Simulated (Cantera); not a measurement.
An isothermal, constant-pressure homogeneous reactor starts with NO : N₂ = 1 : 1.1 (molar parts), at 1850 K and 0.306 atm. Integrator tolerance rtol = 1e-08.

Computed with Cantera and GRI-Mech 3.0 (53 species, 325 reactions).

| quantity | before | after |
|---|---|---|
| x(NO) at 5.00 s | 0.270 (gas-phase equilibrium 0.00512) | 0.0996 (gas-phase equilibrium 0.00512) |
| x(O) at 5.00 s | 0.000115 (gas-phase equilibrium 0.000169) | 7.14e-5 (gas-phase equilibrium 7.96e-5) |
| x(N₂O) at 5.00 s | 2.82e-5 (gas-phase equilibrium 1.60e-7) | 4.44e-6 (gas-phase equilibrium 3.39e-7) |
| x(N₂) at 5.00 s | 0.627 (gas-phase equilibrium 0.759) | 0.712 (gas-phase equilibrium 0.759) |
| x(O₂) at 5.00 s | 0.103 (gas-phase equilibrium 0.235) | 0.188 (gas-phase equilibrium 0.235) |
| x(NO₂) at 5.00 s | 0.000239 (gas-phase equilibrium 6.82e-6) | 0.000253 (gas-phase equilibrium 1.45e-5) |

Question: What was changed between the two runs?
A) temperature 1850 to 1923 K
B) pressure from 0.306 atm to 0.227 atm
C) temperature 1850 to 1748 K
D) pressure from 0.306 atm to 1.38 atm

Answer: D, pressure from 0.306 atm to 1.38 atm
